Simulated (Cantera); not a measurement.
**Thermodynamics of abatement and gas-phase synthesis, feed CO2 + O2 + N2**

Charge: 1 mol CO2, 0.15 mol O2, 22 mol N2, equilibrated at 10000 Pa.

Equilibrium computed with Cantera from the NASA thermochemical tables; the gas is ideal and each condensed phase is pure. Candidate condensed phases: C; 24 gas species. Equilibrium is a limit: real reactors are often held back by kinetics, nucleation or transport.

From 1325 K to 2300 K nothing is condensed. The main C-bearing gas is CO2 throughout.

| T (K) | log p N2 | log p CO2 | log p CO | log p O2 |
|---|---|---|---|---|
| 1325 | -1.02 | -2.36 | -7.37 | -3.19 |
| 1400 | -1.02 | -2.36 | -6.78 | -3.19 |
| 1475 | -1.02 | -2.36 | -6.24 | -3.20 |
| 1550 | -1.02 | -2.36 | -5.76 | -3.20 |
| 1625 | -1.02 | -2.37 | -5.32 | -3.20 |
| 1700 | -1.02 | -2.37 | -4.93 | -3.20 |
| 1775 | -1.02 | -2.37 | -4.57 | -3.20 |
| 1850 | -1.02 | -2.37 | -4.24 | -3.20 |
| 1925 | -1.02 | -2.38 | -3.94 | -3.19 |
| 2000 | -1.02 | -2.39 | -3.68 | -3.17 |
| 2075 | -1.02 | -2.40 | -3.45 | -3.15 |
| 2150 | -1.02 | -2.43 | -3.25 | -3.11 |
| 2225 | -1.02 | -2.46 | -3.08 | -3.06 |
| 2300 | -1.03 | -2.51 | -2.93 | -3.01 |
log p: log10 of the partial pressure in bar; nothing condenses.
